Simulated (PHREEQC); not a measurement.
Model water analysis in mg/kgw, 20 °C, pH 6.8, pe 1.1:

```tsv
constituent	mg/kgw
Na	82.7
K	84.8
Ca	25.6
Mg	7.91
Cl	162
S(6) as SO4	21.2
Alkalinity as HCO3	141
Li	0.0527
```

Valence states are taken as typed.

Equilibrium calculation in PHREEQC: ion-association model, phreeqc.dat.

Q: The ionic strength comes out as 0.00859 mol/kgw. What activity coefficients do SO4-2, KSO4-, K+, Na+, CaHCO3+ get?

A: SO4-2 0.69, KSO4- 0.91, K+ 0.91, Na+ 0.91, CaHCO3+ 0.91.

Precipitation was switched off in this run. Species that the database lacks are ignored.
